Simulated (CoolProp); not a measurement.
Vapour-liquid equilibrium of methanol (1) + benzene (2) at 0.499 MPa; x and y are mole fractions of (1).

Model: multi-fluid Helmholtz-energy mixture model, de Reuck 1993 and Thol 2012; pair parameters Bell 2016, in CoolProp.

```json
[
 {"x": "0.05", "bubble temperature (K)": "402.9", "y at the bubble point": "0.245", "dew temperature at overall composition x (K)": "413.2", "liquid density (mol/L)": "9.888"},
 {"x": "0.15", "bubble temperature (K)": "391.1", "y at the bubble point": "0.452", "dew temperature at overall composition x (K)": "408.0", "liquid density (mol/L)": "10.60"},
 {"x": "0.25", "bubble temperature (K)": "386.3", "y at the bubble point": "0.535", "dew temperature at overall composition x (K)": "402.6", "liquid density (mol/L)": "11.30"},
 {"x": "0.35", "bubble temperature (K)": "384.2", "y at the bubble point": "0.579", "dew temperature at overall composition x (K)": "397.0", "liquid density (mol/L)": "12.08"},
 {"x": "0.45", "bubble temperature (K)": "383.0", "y at the bubble point": "0.610", "dew temperature at overall composition x (K)": "391.2", "liquid density (mol/L)": "12.97"},
 {"x": "0.55", "bubble temperature (K)": "382.2", "y at the bubble point": "0.642", "dew temperature at overall composition x (K)": "385.5", "liquid density (mol/L)": "14.02"},
 {"x": "0.65", "bubble temperature (K)": "381.8", "y at the bubble point": "0.681", "dew temperature at overall composition x (K)": "382.1", "liquid density (mol/L)": "15.26"},
 {"x": "0.75", "bubble temperature (K)": "381.7", "y at the bubble point": "0.736", "dew temperature at overall composition x (K)": "381.8", "liquid density (mol/L)": "16.74"},
 {"x": "0.85", "bubble temperature (K)": "382.3", "y at the bubble point": "0.816", "dew temperature at overall composition x (K)": "382.6", "liquid density (mol/L)": "18.49"},
 {"x": "0.95", "bubble temperature (K)": "383.5", "y at the bubble point": "0.929", "dew temperature at overall composition x (K)": "383.8", "liquid density (mol/L)": "20.58"}
]
```

y crosses x between x = 0.65 and 0.75: the model has an azeotrope there.

The pair parameters rest on a limited set of measurements; away from them the model extrapolates.
